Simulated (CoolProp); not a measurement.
The fluid at 210.64 K and 0.513 MPa is compressed adiabatically to 2.75 MPa with isentropic efficiency 1. The same conditions are run with several fluids, on thermodynamics alone (safety and materials aside).

Model: reference Helmholtz-energy equation of state of each fluid (ethylene: Smukala 2000; nitrogen: Span 2000; oxygen: Schmidt 1985; carbon monoxide: Lemmon 2006), in CoolProp.

```json
[
 {"fluid": "ethylene", "work (kJ/kg)": "113", "final temperature (K)": "___", "final density (kg/m³)": "35.2"},
 {"fluid": "nitrogen", "work (kJ/kg)": "134", "final temperature (K)": "___", "final density (kg/m³)": "27.0"},
 {"fluid": "oxygen", "work (kJ/kg)": "117", "final temperature (K)": "341.2", "final density (kg/m³)": "31.2"},
 {"fluid": "carbon monoxide", "work (kJ/kg)": "134", "final temperature (K)": "___", "final density (kg/m³)": "27.0"}
]
```

**Question.** What belongs in the gaps?

**Answer.** 
- ethylene, final temperature (K): 310.2
- nitrogen, final temperature (K): 342.0
- carbon monoxide, final temperature (K): 342.2

Above 300 K oxygen's equation is extrapolated.
